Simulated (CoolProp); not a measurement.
Vapour pressure (bar) of n-perfluoropentane: the reference equation beside estimates from Tc = 147.9 °C, pc = 20.63 bar, ω = 0.436. Clausius-Clapeyron is anchored at 47.85 °C with a constant enthalpy of vaporisation of 24.43 kJ/mol.

The numbers come from the reference Helmholtz-energy equation of state, Gao 2022 in CoolProp.

| T (°C) | reference | Lee-Kesler | Clausius-Clapeyron | Redlich-Kwong | Soave-Redlich-Kwong | Peng-Robinson |
|---|---|---|---|---|---|---|
| 2.95 | 0.3441 | 0.3425 | 0.4306 | 1.014 | 0.3428 | 0.3484 |
| 11.85 | 0.5094 | 0.5083 | 0.6004 | 1.351 | 0.5082 | 0.5131 |
| 20.85 | 0.7353 | 0.7354 | 0.8232 | 1.768 | 0.7349 | 0.7378 |
| 29.85 | 1.034 | 1.036 | 1.108 | 2.270 | 1.035 | 1.035 |
| 38.85 | 1.419 | 1.424 | 1.465 | 2.868 | 1.425 | 1.419 |
| 47.85 | 1.908 | 1.916 | 1.908 | 3.568 | 1.920 | 1.906 |
| 56.85 | 2.517 | 2.529 | 2.449 | 4.380 | 2.539 | 2.515 |
| 65.75 | 3.254 | 3.271 | 3.094 | 5.302 | 3.292 | 3.255 |
| 74.75 | 4.156 | 4.177 | 3.872 | 6.361 | 4.215 | 4.163 |
| 83.75 | 5.236 | 5.262 | 4.792 | 7.556 | 5.323 | 5.255 |
| 92.75 | 6.515 | 6.547 | 5.867 | 8.895 | 6.637 | 6.553 |

Absolute difference from the reference over all 11 rows, mean and median: Lee-Kesler 0.4 and 0.5 %, Clausius-Clapeyron 8.9 and 7.2 %, Redlich-Kwong 98.2 and 87.0 %, Soave-Redlich-Kwong 0.8 and 0.6 %, Peng-Robinson 0.3 and 0.2 %.
